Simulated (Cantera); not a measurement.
A perfectly stirred reactor is fed with CH2O : O2 : N2 = 0.0092 : 0.019 : 1 (molar parts), equivalence ratio 0.48, at 1.88 atm; it is held at 1423 K, and followed from long to short residence time.

Cantera simulation using GRI-Mech 3.0 (53 species, 325 reactions); the numbers are that mechanism's predictions, not measurements.

x: mole fraction; the columns are a selection and need not sum to one.

```csv
τ (s),x CH2O,x O2,x CO2,x C2H6,x HO2,x NO
13,___,0.00953,0.00894,<1e-12,7.75e-8,1.93e-6
4.9,___,0.00953,0.00893,<1e-12,1.47e-7,2.20e-6
1.8,___,0.00954,0.00891,<1e-12,2.80e-7,2.47e-6
0.69,___,0.00955,0.00888,<1e-12,5.04e-7,2.54e-6
0.26,___,0.00957,0.00882,<1e-12,8.79e-7,2.31e-6
0.096,___,0.00962,0.00870,<1e-12,1.46e-6,1.86e-6
0.036,___,0.00972,0.00849,<1e-12,2.25e-6,1.44e-6
0.013,___,0.00991,0.00808,<1e-12,3.26e-6,1.15e-6
0.0050,___,0.0102,0.00742,<1e-12,4.38e-6,1.03e-6
```

**Question.** Complete the blanks.

**Answer.** 
- 13, x CH2O: 1.06e-7
- 4.9, x CH2O: 2.07e-7
- 1.8, x CH2O: 4.06e-7
- 0.69, x CH2O: 7.62e-7
- 0.26, x CH2O: 1.41e-6
- 0.096, x CH2O: 2.58e-6
- 0.036, x CH2O: 4.53e-6
- 0.013, x CH2O: 7.85e-6
- 0.0050, x CH2O: 1.30e-5
